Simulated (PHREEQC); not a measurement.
## Arsenic or selenium liquor: an equilibrium model

Make-up at 50 °C: 0.0026 mol/kgw H2SeO4 and 0.00025 mol/kgw NaOH. Closed to the air; pH follows from the charge balance.

Model: ion-association model, wateq4f.dat, run in PHREEQC.

- pH = 2.39
- ionic strength = 0.00670 mol/kgw
- total alkalinity = -4.95 meq/kg

| species | molality | activity | log γ |
|---|---|---|---|
| H+ | 0.00440 | 0.00406 | -0.035 |
| SeO4-2 | 0.00205 | 0.00143 | -0.157 |
| HSeO4- | 0.000550 | 0.000502 | -0.039 |
| Na+ | 0.000250 | 0.000229 | -0.039 |

This is a speciation only: nothing precipitates in the calculation. Away from 25 °C the constants follow the database's enthalpies or fits; those with neither stay at their 25 °C values.
